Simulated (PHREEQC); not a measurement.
Make-up at 25 °C: 3.9 mmol/kgw TMAH and 0.12 mmol/kgw Na2SiO3. Closed to the air; pH follows from the charge balance.

All values are PHREEQC results (ion-association model, phreeqc.dat), not measurements.

Each row changes one thing in this solution. Precipitation was switched off in this run.

```json
[
 {"case": "as made", "pH": "11.57", "ionic strength (mol/kgw)": "0.00414", "H3SiO4- (mol/kgw)": "0.000115", "H2SiO4-2 (mol/kgw)": "3.53e-6", "H4SiO4 (mol/kgw)": "1.95e-6", "SI of Quartz (SiO2)": "-1.73"},
 {"case": "diluted 5-fold with water", "pH": "___", "ionic strength (mol/kgw)": "0.000828", "H3SiO4- (mol/kgw)": "2.20e-5", "H2SiO4-2 (mol/kgw)": "1.27e-7", "H4SiO4 (mol/kgw)": "1.87e-6", "SI of Quartz (SiO2)": "-1.75"},
 {"case": "0.00018 mol/kgw NaHCO3 added", "pH": "11.55", "ionic strength (mol/kgw)": "0.00449", "H3SiO4- (mol/kgw)": "0.000115", "H2SiO4-2 (mol/kgw)": "3.39e-6", "H4SiO4 (mol/kgw)": "2.04e-6", "SI of Quartz (SiO2)": "-1.71"},
 {"case": "Na2SiO3 replaced by H2SiF6 at the same molality", "pH": "11.45", "ionic strength (mol/kgw)": "0.00390", "H3SiO4- (mol/kgw)": "0.000115", "H2SiO4-2 (mol/kgw)": "2.68e-6", "H4SiO4 (mol/kgw)": "2.57e-6", "SI of Quartz (SiO2)": "-1.61"},
 {"case": "TMAH from 0.0039 to 0.0195 mol/kgw", "pH": "___", "ionic strength (mol/kgw)": "0.0198", "H3SiO4- (mol/kgw)": "0.000102", "H2SiO4-2 (mol/kgw)": "1.73e-5", "H4SiO4 (mol/kgw)": "3.58e-7", "SI of Quartz (SiO2)": "-2.46"},
 {"case": "Na2SiO3 from 0.00012 to 0.000108 mol/kgw", "pH": "11.57", "ionic strength (mol/kgw)": "0.00412", "H3SiO4- (mol/kgw)": "0.000103", "H2SiO4-2 (mol/kgw)": "3.16e-6", "H4SiO4 (mol/kgw)": "1.77e-6", "SI of Quartz (SiO2)": "-1.77"}
]
```

Problem. Complete the blanks.

Solution. 
- diluted 5-fold with water, pH: 10.89
- TMAH from 0.0039 to 0.0195 mol/kgw, pH: 12.23

Species that the database lacks are ignored. (CH3)4N+ isn't in the database: it is added as a free cation with an ion size of 4 Å.
